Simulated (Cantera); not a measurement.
Input: 1 mol SiH2Cl2, 2.2 mol N2, equilibrated at 0.495 Torr.

Cantera equilibrium calculation (NASA polynomials, part measured and part estimated; ideal gas, pure solids and liquids). Candidate condensed phases: NH4Cl, Si, Si3N4; 28 gas species. N2 is the only nitrogen source here; it is nearly inert below about 1500 K, so the nitride shown seldom forms there in practice. The tables' values for SiCl3, SiCl are old estimates; treat these amounts as uncertain. Rates play no part. All values below are at 1498 K.

Base state: N2 0.496, HCl 0.174, H2 0.166, SiCl2 0.158, SiCl3 0.00439, SiCl4 0.000390, H 0.000272, Cl 0.000231 (mole fractions); condensed: Si3N4(s).

Problem. What changes in the equilibrium state with this change: 0.15 mol HF added?

Solution. 
```tsv
species	before	after
N2	0.496	0.484
H2	0.166	0.174
HCl	0.174	0.173
SiCl2	0.158	0.150
SiF3	0	0.00456
SiF2	0	0.00445
HF	0	0.00299
Si3N4(s), mol	0.118	0.105
```
The tables' values for SiF3, SiF2, SiCl3, SiCl, SiF are old estimates; treat these amounts as uncertain.
